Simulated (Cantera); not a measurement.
Input (Python, Cantera):

```python
import numpy as np
import cantera as ct

gas = ct.Solution("h2o2.yaml")
gas.TPX = 1275, 100000, {'H2': 1.3, 'O2': 1, 'N2': 7.6}
inlet = ct.Reservoir(gas, clone=True)

reactor = ct.IdealGasConstPressureReactor(gas, energy="off", clone=False)
exhaust = ct.Reservoir(gas, clone=True)
tau = [14, 3.8, 1.1, 0.29, 0.082, 0.023, 0.0063][0]
for a, b in ((inlet, reactor), (reactor, exhaust)):
    ct.MassFlowController(a, b, mdot=lambda t: reactor.mass / tau)
net = ct.ReactorNet([reactor])
show = ['H2', 'O2', 'H2O2', 'HO2', 'H', 'OH', 'H2O']

rows = []
print(f"{'tau/s':>10s}{'T/K':>9s}" + "".join(f"{s:>11s}" for s in show))
for tau in [14, 3.8, 1.1, 0.29, 0.082, 0.023, 0.0063]:
    net.initial_time = 0.0
    net.advance(30 * tau)
    before = gas.X
    net.advance(40 * tau)
    drift = np.max(np.abs(gas.X - before) / (gas.X + 1e-9))
    rows.append([gas.T, *gas[show].X, drift])
    print(f"{tau:10.3e}{gas.T:9.1f}" + "".join(f"{x:11.3e}" for x in gas[show].X))
```

It prints:

```
     tau/s      T/K         H2         O2       H2O2        HO2          H         OH        H2O
 1.400e+01   1275.0  1.272e-05  3.783e-02  6.019e-08  4.548e-07  1.431e-07  4.880e-05  1.405e-01
 3.800e+00   1275.0  3.063e-05  3.783e-02  1.224e-07  1.062e-06  5.233e-07  7.428e-05  1.405e-01
 1.100e+00   1275.0  7.055e-05  3.784e-02  2.326e-07  2.306e-06  1.805e-06  1.110e-04  1.404e-01
 2.900e-01   1275.0  1.722e-04  3.786e-02  4.465e-07  4.989e-06  6.849e-06  1.716e-04  1.403e-01
 8.200e-02   1275.0  3.956e-04  3.793e-02  7.935e-07  9.356e-06  2.416e-05  2.619e-04  1.400e-01
 2.300e-02   1275.0  8.920e-04  3.810e-02  1.334e-06  1.534e-05  8.530e-05  4.072e-04  1.393e-01
 6.300e-03   1275.0  1.980e-03  3.851e-02  2.088e-06  2.183e-05  3.036e-04  6.479e-04  1.379e-01
```

Cantera simulation using the H2/O2 subset of GRI-Mech 3.0, which has no nitrogen chemistry; the numbers are that mechanism's predictions, not measurements. The temperature is held fixed by assumption; the heat of reaction is taken as removed at once.
